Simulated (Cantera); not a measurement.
Input (Python, Cantera) and output of one run.

```python
import numpy as np
import cantera as ct

gas_names = """
    AL ALCL ALCL2 ALCL3 ALH AL2 AL2CL6 CL CL2 H HCL H2
""".split()
cond_names = """
    AL(cr) AL(L) ALCL3(s) ALCL3(L)
""".split()


# ... load() reads the species with a 1 bar reference pressure and builds the phases ...
atoms = {
    'AlCl3': {'AL': 1, 'CL': 3},
    'HCl': {'H': 1, 'CL': 1},
    'H2': {'H': 2},
}
top_T = {}  # K; cautious upper limits of use, not melting points


# ... equilibrate(T, P, feed) seeds the gas with the atoms and calls Mixture.equilibrate('TP', solver="vcs", rtol=1e-11, max_steps=5000) ...
results = []
feed = {'AlCl3': 1, 'HCl': 8.7, 'H2': 1.9}  # mol
P = 59  # Pa
for T in [1375, 1475, 1575, 1675, 1775, 1875, 1975, 2075]:
    mix = equilibrate(T, P, feed)
    results.append((T, P, feed, dict(zip(mix.species_names, mix.species_moles))))

top = {s: max(r[3][s] / sum(r[3][g] for g in gas_names) for r in results) for s in gas_names}
cols = sorted((s for s in top if top[s] > 0.001), key=lambda s: -top[s])[:6]
seen = [c for c in cond_names if any(r[3].get(c, 0) > 1e-12 for r in results)]
print("log10 of partial pressures in bar; condensed amounts in mol")
print(f"{'T/K':>10s}" + "".join(f"{s[:9]:>10s}" for s in cols + seen))
for T, P, feed, n in results:
    ng = sum(n[g] for g in gas_names)
    print(f"{T:10.4g}" + "".join(f"{np.log10(max(n[s] / ng * P / 1e5, 1e-99)):10.3f}" for s in cols)
          + "".join(f"{n.get(c, 0):10.4g}" for c in seen))
```

Output:

```
log10 of partial pressures in bar; condensed amounts in mol
       T/K       HCL        H2        CL     ALCL3      ALCL         H
      1375    -3.354    -4.017    -6.893    -4.299    -7.114    -7.473
      1475    -3.353    -4.022    -6.321    -4.315    -6.271    -6.898
      1575    -3.350    -4.039    -5.812    -4.362    -5.587    -6.401
      1675    -3.346    -4.077    -5.350    -4.476    -5.087    -5.974
      1775    -3.344    -4.130    -4.931    -4.683    -4.766    -5.604
      1875    -3.353    -4.168    -4.573    -4.997    -4.577    -5.267
      1975    -3.383    -4.167    -4.290    -5.425    -4.477    -4.947
      2075    -3.435    -4.137    -4.074    -5.941    -4.436    -4.643
```

Equilibrium computed with Cantera from the NASA thermochemical tables; the gas is ideal and each condensed phase is pure. The tables' values for AlCl2 are old estimates; treat these amounts as uncertain.
